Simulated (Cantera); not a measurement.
A Cantera script and what it prints.

```python
import numpy as np
import cantera as ct

gas_names = """
    H HO2 H2 H2O H2O2 O OH O2 O3 V VO VO2
""".split()
cond_names = """
    H2O(s) H2O(L) V(cr) V(L) VO(s) VO(L) V2O3(s) V2O3(L) V2O4(I) V2O4(II) V2O4(L) V2O5(s) V2O5(L)
""".split()


# ... load() reads the species with a 1 bar reference pressure and builds the phases ...
atoms = {
    'V2O3': {'V': 2, 'O': 3},
    'H2': {'H': 2},
    'H2O': {'H': 2, 'O': 1},
}
top_T = {}  # K; cautious upper limits of use, not melting points


# ... equilibrate(T, P, feed) seeds the gas with the atoms and calls Mixture.equilibrate('TP', solver="vcs", rtol=1e-11, max_steps=5000) ...
results = []
feed = {'V2O3': 1, 'H2': 7.9, 'H2O': 0.29}  # mol
T = 923.15  # K
P = 420000  # Pa
mix = equilibrate(T, P, feed)
results.append((T, P, feed, dict(zip(mix.species_names, mix.species_moles))))
print(gas.report(threshold=1e-05))
for i in range(1, mix.n_phases):
    print(f"{mix.phase(i).name:16s} {mix.phase_moles(i):12.5e} mol")
```

It prints:

```
       temperature   923.15 K
          pressure   4.2e+05 Pa
           density   0.14131 kg/m^3
  mean mol. weight   2.5825 kg/kmol
   phase of matter   gas

                          1 kg             1 kmol
                     ---------------   ---------------
          enthalpy        3.8599e+06        9.9682e+06  J
   internal energy        8.8778e+05        2.2927e+06  J
           entropy             60210        1.5549e+05  J/K
    Gibbs function       -5.1723e+07       -1.3357e+08  J
 heat capacity c_p             11773             30404  J/K
 heat capacity c_v            8553.6             22090  J/K

                      mass frac. Y      mole frac. X     chem. pot. / RT
                     ---------------   ---------------   ---------------
                H2           0.75299           0.96459           -15.911
               H2O           0.24701          0.035409           -58.032
     [  +10 minor]        4.6004e-11        1.1778e-10

V(cr)             0.00000e+00 mol
VO(s)             0.00000e+00 mol
V2O3(s)           1.00000e+00 mol
V2O4(II)          0.00000e+00 mol
V2O5(s)           0.00000e+00 mol
```

Method: chemical equilibrium by Gibbs-energy minimisation in Cantera with the NASA 1993 tables (ideal gas, pure condensed phases). Condensed phases not in the tables: the oxides between V2O3 and V2O5 other than VO2.
